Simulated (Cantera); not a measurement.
Charge: 1 mol SiO2, 2.8 mol H2, held at 975 K and 0.00133 bar.

These are equilibrium values from Cantera (NASA tables, ideal gas, pure condensed phases), not measurements of a reactor. Candidate condensed phases: H2O, Si, SiO2; 18 gas species. Kinetics and transport are ignored.

Problem. What is the equilibrium state?

Solution. 
```json
{
  "x(H2)": "1.00",
  "n(SiO2(β-quartz))": "1.00 mol",
  "gas_amount": "2.800 mol",
  "log10 activity of Si(s) (absent)": "-2.41"
}
```
